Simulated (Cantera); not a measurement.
Input (Python, Cantera) and output of one run.

```python
import numpy as np
import cantera as ct

gas_names = """
    F F2 H HF H2 H2F2 H3F3 H4F4 H5F5 H6F6 H7F7 Pb PbF PbF2 PbF4 Pb2
""".split()
cond_names = """
    Pb(cr) Pb(L) PbF2(a) PbF2(b) PbF2(L)
""".split()


# ... load() reads the species with a 1 bar reference pressure and builds the phases ...
atoms = {
    'PbF2': {'Pb': 1, 'F': 2},
    'H2': {'H': 2},
}
top_T = {}  # K; cautious upper limits of use, not melting points


# ... equilibrate(T, P, feed) seeds the gas with the atoms and calls Mixture.equilibrate('TP', solver="vcs", rtol=1e-11, max_steps=5000) ...
results = []
P = 6.1  # Pa
for T in [650, 700, 750, 800, 850, 900, 950, 1000, 1050]:
    for m in [0.35, 0.69, 1.4, 2.7, 5.4, 11, 21, 42, 83]:
        feed = {'PbF2': 1, 'H2': m}  # mol
        mix = equilibrate(T, P, feed)
        results.append((T, P, feed, dict(zip(mix.species_names, mix.species_moles))))

for T, P, feed, n in results:
    print(f"{T:7g} {feed['H2']:10.4g}  " + (" + ".join(c for c in cond_names if n.get(c, 0) > 1e-12) or "gas only"))
```

Result:

```
    650       0.35  Pb(L) + PbF2(b)
    650       0.69  Pb(L) + PbF2(b)
    650        1.4  Pb(L)
    650        2.7  Pb(L)
    650        5.4  Pb(L)
    650         11  Pb(L)
    650         21  Pb(L)
    650         42  Pb(L)
    650         83  Pb(L)
    700       0.35  Pb(L) + PbF2(b)
    700       0.69  Pb(L) + PbF2(b)
    700        1.4  Pb(L)
    700        2.7  Pb(L)
    700        5.4  Pb(L)
    700         11  Pb(L)
    700         21  Pb(L)
    700         42  Pb(L)
    700         83  Pb(L)
    750       0.35  Pb(L) + PbF2(b)
    750       0.69  Pb(L) + PbF2(b)
    750        1.4  Pb(L)
    750        2.7  Pb(L)
    750        5.4  Pb(L)
    750         11  Pb(L)
    750         21  Pb(L)
    750         42  Pb(L)
    750         83  Pb(L)
    800       0.35  Pb(L) + PbF2(b)
    800       0.69  Pb(L) + PbF2(b)
    800        1.4  Pb(L)
    800        2.7  Pb(L)
    800        5.4  Pb(L)
    800         11  Pb(L)
    800         21  Pb(L)
    800         42  Pb(L)
    800         83  Pb(L)
    850       0.35  Pb(L) + PbF2(b)
    850       0.69  Pb(L) + PbF2(b)
    850        1.4  Pb(L)
    850        2.7  Pb(L)
    850        5.4  Pb(L)
    850         11  Pb(L)
    850         21  Pb(L)
    850         42  Pb(L)
    850         83  Pb(L)
    900       0.35  Pb(L)
    900       0.69  Pb(L)
    900        1.4  Pb(L)
    900        2.7  Pb(L)
    900        5.4  Pb(L)
    900         11  Pb(L)
    900         21  Pb(L)
    900         42  Pb(L)
    900         83  gas only
    950       0.35  Pb(L)
    950       0.69  Pb(L)
    950        1.4  Pb(L)
    950        2.7  Pb(L)
    950        5.4  Pb(L)
    950         11  gas only
    950         21  gas only
    950         42  gas only
    950         83  gas only
   1000       0.35  Pb(L)
   1000       0.69  Pb(L)
   1000        1.4  Pb(L)
   1000        2.7  gas only
   1000        5.4  gas only
   1000         11  gas only
   1000         21  gas only
   1000         42  gas only
   1000         83  gas only
   1050       0.35  gas only
   1050       0.69  gas only
   1050        1.4  gas only
   1050        2.7  gas only
   1050        5.4  gas only
   1050         11  gas only
   1050         21  gas only
   1050         42  gas only
   1050         83  gas only
```

Cantera equilibrium calculation (NASA polynomials, part measured and part estimated; ideal gas, pure solids and liquids).
